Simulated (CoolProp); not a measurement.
Saturation properties of R142b (Tc = 410.3 K, pc = 4.055 MPa, ω = 0.232).

The numbers come from the reference Helmholtz-energy equation of state, Lemmon 2006 in CoolProp. It is a short technical equation, of lower accuracy than the large ones.

```json
[
 {"T (K)": "207.6", "p (MPa)": "0.004862", "liquid density (kg/m³)": "1314", "enthalpy of vaporisation (kJ/kg)": "252.9", "vapour Z": "0.9951", "surface tension (mN/m)": "23.8", "liquid viscosity (µPa s)": "743"},
 {"T (K)": "211.5", "p (MPa)": "0.006381", "liquid density (kg/m³)": "1306", "enthalpy of vaporisation (kJ/kg)": "250.9", "vapour Z": "0.9940", "surface tension (mN/m)": "23.2", "liquid viscosity (µPa s)": "696"},
 {"T (K)": "215.4", "p (MPa)": "0.008280", "liquid density (kg/m³)": "1298", "enthalpy of vaporisation (kJ/kg)": "249.0", "vapour Z": "0.9928", "surface tension (mN/m)": "22.6", "liquid viscosity (µPa s)": "654"},
 {"T (K)": "219.3", "p (MPa)": "0.01063", "liquid density (kg/m³)": "1290", "enthalpy of vaporisation (kJ/kg)": "247.0", "vapour Z": "0.9914", "surface tension (mN/m)": "22.1", "liquid viscosity (µPa s)": "615"},
 {"T (K)": "223.2", "p (MPa)": "0.01350", "liquid density (kg/m³)": "1282", "enthalpy of vaporisation (kJ/kg)": "245.0", "vapour Z": "0.9898", "surface tension (mN/m)": "21.5", "liquid viscosity (µPa s)": "580"},
 {"T (K)": "227.1", "p (MPa)": "0.01698", "liquid density (kg/m³)": "1273", "enthalpy of vaporisation (kJ/kg)": "243.0", "vapour Z": "0.9881", "surface tension (mN/m)": "21.0", "liquid viscosity (µPa s)": "548"},
 {"T (K)": "231", "p (MPa)": "0.02117", "liquid density (kg/m³)": "1265", "enthalpy of vaporisation (kJ/kg)": "241.0", "vapour Z": "0.9860", "surface tension (mN/m)": "20.4", "liquid viscosity (µPa s)": "518"},
 {"T (K)": "234.9", "p (MPa)": "0.02617", "liquid density (kg/m³)": "1257", "enthalpy of vaporisation (kJ/kg)": "239.0", "vapour Z": "0.9838", "surface tension (mN/m)": "19.9", "liquid viscosity (µPa s)": "491"}
]
```

It boils at 264.0 K under 1 atm.

Viscosity comes from a separate model (Huber 2003), an estimate that may be off by 10 % or more. Surface tension comes from a separate correlation (Mulero 2012).
